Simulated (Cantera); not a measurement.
Input: 1 mol PbS, 300 mol H2, 8.2 mol N2, held at 10.0 mbar.

Method: chemical equilibrium by Gibbs-energy minimisation in Cantera with the NASA 1993 tables (ideal gas, pure condensed phases). Candidate condensed phases: Pb, PbS, S; 18 gas species. Kinetics and transport are ignored. All values below are at 952 °C.

Base state: H2 0.968, N2 0.0265, Pb 0.00243, H2S 0.00242, PbS 0.000804 (mole fractions); condensed: gas only.

### Question
What changes in the equilibrium state with this change: PbS replaced by PbO?

### Answer
```tsv
species	before	after
H2	0.968	0.967
N2	0.0265	0.0265
H2O	0	0.00323
H2S	0.00242	0
Pb	0.00243	0.00323
PbS	0.000804	0
```
Further candidate phases: H2O, PbO, PbO2, Pb3O4.
